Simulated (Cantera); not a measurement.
Mixture: 13.6 % CH4, 18.1 % O2, 68.3 % N2, at 2.37 atm, adiabatic and at constant volume. Ignition delay is the time to a rise of 400 K.

Model: GRI-Mech 3.0 (53 species, 325 reactions), integrated in Cantera.

### Question
Predict: delay at 1175 K; delay at 1275 K; delay at 1375 K; delay at 1475 K; delay at 1575 K; apparent activation energy between 1475 and 1575 K.

### Answer
```json
{
  "delay at 1175 K": "34.6 ms",
  "delay at 1275 K": "9.07 ms",
  "delay at 1375 K": "2.67 ms",
  "delay at 1475 K": "0.871 ms",
  "delay at 1575 K": "0.317 ms",
  "apparent activation energy between 1475 and 1575 K": "200 kJ/mol"
}
```
